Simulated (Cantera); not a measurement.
Charge: 1 mol BF₃, 0.12 mol NH₃, 0.14 mol H₂, 0.3 mol H₂O, equilibrated at 2123 K and 1.00 bar.

Method: chemical equilibrium by Gibbs-energy minimisation in Cantera with the NASA 1993 tables (ideal gas, pure condensed phases). Candidate condensed phases: B, BN, B₂O₃, B₃O₃H₃, H₂O; 62 gas species. The tables' values for BF₂ are old estimates; treat these amounts as uncertain. Equilibrium is a limit: real reactors are often held back by kinetics, nucleation or transport.

Base state: BF₃ 0.340, HF 0.313, H₂ 0.152, BOF 0.148, N₂ 0.0302, BF₂ 0.0117, BHF₂ 0.00217, H₂O 0.00162 (mole fractions); condensed: gas only.

Problem. What changes in the equilibrium state with this change: NH₃ from 0.12 to 4.4 mol?

Solution. 
```tsv
species	before	after
H₂	0.152	0.618
N₂	0.0302	0.207
HF	0.313	0.0784
BF₃	0.340	0.0463
BOF	0.148	0.0272
BF₂	0.0117	0.0128
HBO₂	0.000320	1.99e-5
H₂O	0.00162	0.000138
BF	0.000219	0.00194
HBO	0.000248	0.000741
BHF₂	0.00217	0.00481
```

Problem. What changes in the equilibrium state with this change: BF₃ replaced by B₂O₃?

Solution. 
```json
[
 {"species": "HBO₂", "before": "0.000320", "after": "0.366"},
 {"species": "H₂", "before": "0.152", "after": "0.302"},
 {"species": "B₂O₃", "before": "7.92e-6", "after": "0.148"},
 {"species": "BF₃", "before": "0.340", "after": "0"},
 {"species": "HF", "before": "0.313", "after": "0"},
 {"species": "BOF", "before": "0.148", "after": "0"},
 {"species": "BF₂", "before": "0.0117", "after": "0"},
 {"species": "H₂O", "before": "0.00162", "after": "0.113"},
 {"species": "N₂", "before": "0.0302", "after": "0.0584"},
 {"species": "BHF₂", "before": "0.00217", "after": "0"},
 {"species": "BF", "before": "0.000219", "after": "0"},
 {"species": "(HBO₂)₃", "before": "<1e-9", "after": "5.55e-5"},
 {"species": "BO₂", "before": "4.40e-7", "after": "0.000356"},
 {"species": "B₂O₃(l), mol", "before": "0", "after": "0.654"}
]
```
